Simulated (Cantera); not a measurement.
Cantera run:

```python
import numpy as np
import cantera as ct

gas_names = [...]  # 136 gases of nasa_gas.yaml made of C, H, N, O
cond_names = """
    C(gr) C6H6(L) C7H8(L) C8H18(L),n-octa H2O(s) H2O(L)
""".split()


# ... load() reads the species with a 1 bar reference pressure and builds the phases ...
atoms = {
    'C2H5OH': {'C': 2, 'H': 6, 'O': 1},
    'H2': {'H': 2},
    'N2': {'N': 2},
}
top_T = {'C(gr)': 4500}  # K; cautious upper limits of use, not melting points


# ... equilibrate(T, P, feed) seeds the gas with the atoms and calls Mixture.equilibrate('TP', solver="vcs", rtol=1e-11, max_steps=5000) ...
results = []
feed = {'C2H5OH': 1, 'H2': 1.5, 'N2': 1}  # mol
P = 54  # Pa
for T in [1225, 1325, 1425, 1525, 1625, 1725, 1825, 1925, 2025, 2125, 2225]:
    mix = equilibrate(T, P, feed)
    results.append((T, P, feed, dict(zip(mix.species_names, mix.species_moles))))

top = {s: max(r[3][s] / sum(r[3][g] for g in gas_names) for r in results) for s in gas_names}
cols = sorted((s for s in top if top[s] > 0.0001), key=lambda s: -top[s])[:5]
seen = [c for c in cond_names if any(r[3].get(c, 0) > 1e-12 for r in results)]
print("log10 of partial pressures in bar; condensed amounts in mol")
print(f"{'T/K':>10s}" + "".join(f"{s[:9]:>10s}" for s in cols + seen))
for T, P, feed, n in results:
    ng = sum(n[g] for g in gas_names)
    print(f"{T:10.4g}" + "".join(f"{np.log10(max(n[s] / ng * P / 1e5, 1e-99)):10.3f}" for s in cols)
          + "".join(f"{n.get(c, 0):10.4g}" for c in seen))
```

Result:

```
log10 of partial pressures in bar; condensed amounts in mol
       T/K        H2         H        CO        N2       HCN     C(gr)
      1225    -3.427    -8.220    -4.081    -4.081    -7.764    0.9998
      1325    -3.427    -7.500    -4.081    -4.081    -7.338    0.9994
      1425    -3.428    -6.880    -4.081    -4.081    -6.972    0.9987
      1525    -3.428    -6.340    -4.081    -4.081    -6.655    0.9972
      1625    -3.429    -5.866    -4.081    -4.082    -6.378    0.9945
      1725    -3.431    -5.447    -4.082    -4.084    -6.135      0.99
      1825    -3.437    -5.074    -4.084    -4.087    -5.922     0.983
      1925    -3.447    -4.743    -4.088    -4.093    -5.735    0.9723
      2025    -3.466    -4.449    -4.095    -4.103    -5.574     0.957
      2125    -3.499    -4.190    -4.107    -4.118    -5.439    0.9361
      2225    -3.554    -3.966    -4.126    -4.141    -5.334    0.9095
```

Method: chemical equilibrium by Gibbs-energy minimisation in Cantera with the NASA 1993 tables (ideal gas, pure condensed phases).
